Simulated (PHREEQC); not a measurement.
# Buffer: speciation

Dissolve 0.16 mmol/kgw KHCO3 and 4.8 mmol/kgw NH3 at 25 °C. Closed to the air; pH follows from the charge balance.

Model: ion-association model, phreeqc.dat, run in PHREEQC.

Precipitation was switched off in this run.

### Question
Predict the pH.

### Answer
pH 10.38.

### Question
In which forms is N present?

### Answer
NH3 93 %, NH4+ 7.0 % of the N.

Complexes and solids missing from the database can't appear.
